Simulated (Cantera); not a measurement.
A perfectly stirred reactor is fed with CO : O₂ : H₂O : N₂ = 0.0065 : 0.031 : 0.02 : 1 (molar parts), equivalence ratio 0.10, at 4.24 atm; it is held at 1350 K, and followed from long to short residence time.

Model: GRI-Mech 3.0 (53 species, 325 reactions), integrated in Cantera.

x: mole fraction; the columns are a selection and need not sum to one.

| τ (s) | x CO | x O₂ | x H₂O | x OH | x NO |
|---|---|---|---|---|---|
| 20 | 3.94e-6 | 0.0263 | 0.0190 | 6.36e-6 | 1.33e-7 |
| 6.9 | [?] | 0.0263 | 0.0190 | [?] | [?] |
| 2.3 | 1.87e-5 | 0.0263 | 0.0190 | 1.16e-5 | 1.69e-7 |
| 0.79 | 3.97e-5 | 0.0263 | 0.0190 | 1.58e-5 | 2.00e-7 |
| 0.27 | 8.44e-5 | 0.0264 | 0.0190 | 2.16e-5 | 2.23e-7 |
| 0.091 | 0.000180 | 0.0264 | 0.0190 | 2.96e-5 | 2.13e-7 |
| 0.031 | 0.000377 | 0.0265 | 0.0189 | 4.00e-5 | 1.67e-7 |
| 0.010 | [?] | 0.0267 | 0.0189 | [?] | [?] |
| 0.0035 | 0.00152 | 0.0270 | 0.0189 | 7.01e-5 | 6.43e-8 |
| 0.0012 | 0.00267 | 0.0276 | 0.0189 | 8.69e-5 | 3.48e-8 |
| 0.00041 | 0.00410 | 0.0283 | 0.0188 | 9.69e-5 | 1.56e-8 |

Q: Some entries are withheld; supply them.

A: 
- 6.9, x CO: 8.54e-6
- 6.9, x OH: 8.49e-6
- 6.9, x NO: 1.44e-7
- 0.010, x CO: 0.000797
- 0.010, x OH: 5.42e-5
- 0.010, x NO: 1.08e-7
